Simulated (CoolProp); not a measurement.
A single-stage vapour-compression cycle with c-C4F8 (RC318): evaporating at 282.15 K (dew point), condensing at 308.15 K (bubble point), superheat 8 K, subcooling 8 K, compressor efficiency 0.75, no pressure losses. Each further row changes one setting.

Model: reference Helmholtz-energy equation of state, Platzer 1990, in CoolProp. This equation is an older, rougher fit; its heat capacities, sound speeds and derivatives of the liquid may be far off and weren't checked against measurements.

```
case                              cooling COP  pressure ratio  discharge temperature (K)  refrigerating effect (kJ/kg)  volumetric capacity (kJ/m³)
--------------------------------  -----------  --------------  -------------------------  ----------------------------  ---------------------------
as stated                                7.61            2.35                      310.2                          97.5                         1560
evaporating temperature 287.15 K         9.89            1.96                      311.2                           101                         1910
condensing temperature 303.15 K          9.75            2.02                      306.5                           103                         1650
subcooling 13 K                          8.05            2.35                      310.2                           103                         1650
superheat 18 K                           7.87            2.35                      320.2                           105                         1620
compressor efficiency 0.65               6.60            2.35                      312.5                          97.5                         1560
```
